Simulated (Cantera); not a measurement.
What does this Cantera script print?

```python
import numpy as np
import cantera as ct

gas_names = """
    C CH CH2 CH3 CH4 C2 C2H C2H2,acetylene C2H2,vinylidene C2H3,vinyl C2H4 C2H5 C2H6 C3 C3H3,propargyl
    C3H4,allene C3H4,propyne C3H4,cyclo- C3H5,allyl C3H6,propylene C3H6,cyclo- C3H7,n-propyl
    C3H7,i-propyl C3H8 C4 C4H2 C4H4,1,3-cyclo- C4H6,butadiene C4H6,2-butyne C4H6,cyclo- C4H8,1-butene
    C4H8,cis2-buten C4H8,tr2-butene C4H8,isobutene C4H8,cyclo- C4H9,n-butyl C4H9,i-butyl C4H9,s-butyl
    C4H9,t-butyl C4H10,isobutane C4H10,n-butane C5 C5H6,1,3cyclo- C5H8,cyclo- C5H10,1-pentene
    C5H10,cyclo- C5H11,pentyl C5H11,t-pentyl C5H12,n-pentane C5H12,i-pentane CH3C(CH3)2CH3 C6H2
    C6H5,phenyl C6H6 C6H10,cyclo- C6H12,1-hexene C6H12,cyclo- C6H13,n-hexyl C7H7,benzyl C7H8
    C7H14,1-heptene C7H15,n-heptyl C7H16,n-heptane C8H8,styrene C8H10,ethylbenz C8H16,1-octene
    C8H17,n-octyl C8H18,isooctane C8H18,n-octane C9H19,n-nonyl C10H8,naphthale C10H21,n-decyl
    C12H9,o-bipheny C12H10,bipheny H H2 Ti
""".split()
cond_names = """
    C(gr) C6H6(L) C7H8(L) C8H18(L),n-octa Ti(a) Ti(b) Ti(L) TiC(s) TiC(L)
""".split()


def load(file, names, dense=False):
    # The tables refer to 1 bar. Condensed volumes are neglected.
    table = {s.name: s for s in ct.Species.list_from_file(file)}
    out = []
    for n in names:
        d = dict(table[n].input_data)
        d["thermo"] = dict(d["thermo"], **{"reference-pressure": 1e5})
        if dense:
            d["equation-of-state"] = {"model": "constant-volume", "density": "1e6 g/cm^3"}
        out.append(ct.Species.from_dict(d))
    return out


gas = ct.Solution(thermo="ideal-gas", species=load("nasa_gas.yaml", gas_names))
cond = {s.name: ct.Solution(thermo="fixed-stoichiometry", species=[s], name=s.name)
        for s in load("nasa_condensed.yaml", cond_names, dense=True)}
atoms = {
    'TiC': {'Ti': 1, 'C': 1},
    'C': {'C': 1},
    'H2': {'H': 2},
}
top_T = {'C(gr)': 4500}  # K; cautious upper limits of use, not melting points


def equilibrate(T, P, feed):
    n = {}
    for name, mol in feed.items():
        for a, k in atoms[name].items():
            n[a] = n.get(a, 0.0) + k * mol
    gas.TPX = T, P, n
    mass = sum(n.values()) * gas.mean_molecular_weight
    gas.equilibrate("TP")
    valid = [c for c in cond.values() if c.min_temp <= T <= top_T.get(c.name, c.max_temp)]
    mix = ct.Mixture([(gas, mass / gas.mean_molecular_weight)] + [(c, 0.0) for c in valid])
    mix.T, mix.P = T, P
    mix.equilibrate("TP", solver="vcs", rtol=1e-11, max_steps=5000)
    return mix


results = []
T = 2973  # K
P = 27  # Pa
for m in [0.18, 0.25, 0.36, 0.51, 0.73, 1, 1.5, 2.1, 3]:
    feed = {'TiC': 1, 'C': 0.036, 'H2': m}  # mol
    mix = equilibrate(T, P, feed)
    results.append((T, P, feed, dict(zip(mix.species_names, mix.species_moles))))

top = {s: max(r[3][s] / sum(r[3][g] for g in gas_names) for r in results) for s in gas_names}
cols = sorted((s for s in top if top[s] > 0.0001), key=lambda s: -top[s])[:7]
seen = [c for c in cond_names if any(r[3].get(c, 0) > 1e-12 for r in results)]
print("log10 of partial pressures in bar; condensed amounts in mol")
print(f"{'n(H2)':>10s}" + "".join(f"{s[:9]:>10s}" for s in cols + seen))
for T, P, feed, n in results:
    ng = sum(n[g] for g in gas_names)
    print(f"{feed['H2']:10.4g}" + "".join(f"{np.log10(max(n[s] / ng * P / 1e5, 1e-99)):10.3f}" for s in cols)
          + "".join(f"{n.get(c, 0):10.4g}" for c in seen))
```

Result:

```
log10 of partial pressures in bar; condensed amounts in mol
     n(H2)         H        Ti        C3         C        C2        H2       C2H
      0.18    -4.275    -3.828    -4.410    -4.667    -5.146    -6.874    -6.816
      0.25    -4.166    -3.861    -4.448    -4.680    -5.172    -6.656    -6.732
      0.36    -4.056    -3.908    -4.503    -4.698    -5.208    -6.435    -6.658
      0.51    -3.962    -3.965    -4.570    -4.720    -5.253    -6.248    -6.609
      0.73    -3.879    -4.037    -4.655    -4.749    -5.309    -6.082    -6.583
         1    -3.817    -4.111    -4.745    -4.779    -5.369    -5.959    -6.581
       1.5    -3.753    -4.222    -4.881    -4.824    -5.460    -5.830    -6.608
       2.1    -3.711    -4.326    -5.013    -4.868    -5.548    -5.746    -6.654
         3    -3.676    -4.445    -5.171    -4.921    -5.654    -5.676    -6.724
```

Cantera equilibrium calculation (NASA polynomials, part measured and part estimated; ideal gas, pure solids and liquids).
